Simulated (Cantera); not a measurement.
Input: 1 mol CCl₄, 0.25 mol H₂, at 67.0 Pa.

Method: chemical equilibrium by Gibbs-energy minimisation in Cantera with the NASA 1993 tables (ideal gas, pure condensed phases). Candidate condensed phases: C, C₆H₆, C₇H₈, C₈H₁₈; 91 gas species. The tables' values for CCl are old estimates; treat these amounts as uncertain. Rates play no part.

Q: At 2402 °C, list the 6 most abundant gas species with their mole fractions, and the condensed phases.

A: Cl 0.876, H 0.0829, HCl 0.0262, C₃ 0.00940, C 0.00235, H₂ 0.00173. Condensed: C(graphite).
